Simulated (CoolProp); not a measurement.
The numbers come from the reference Helmholtz-energy equation of state, Zhou 2014 in CoolProp.

Q: For cyclohexane, give the phase and the density (kg/m³), cp (kJ/(kg K)), cv (kJ/(kg K)), speed of sound (m/s) at 553.9 K and 5820 kPa; 577.9 K and 5820 kPa; 614 K and 5820 kPa.

A: 
- 553.9 K and 5820 kPa: supercritical; density 446, cp 3.71, cv 2.54, speed of sound 252
- 577.9 K and 5820 kPa: supercritical; density 333, cp 5.33, cv 2.69, speed of sound 142
- 614 K and 5820 kPa: supercritical; density 175, cp 3.82, cv 2.78, speed of sound 150
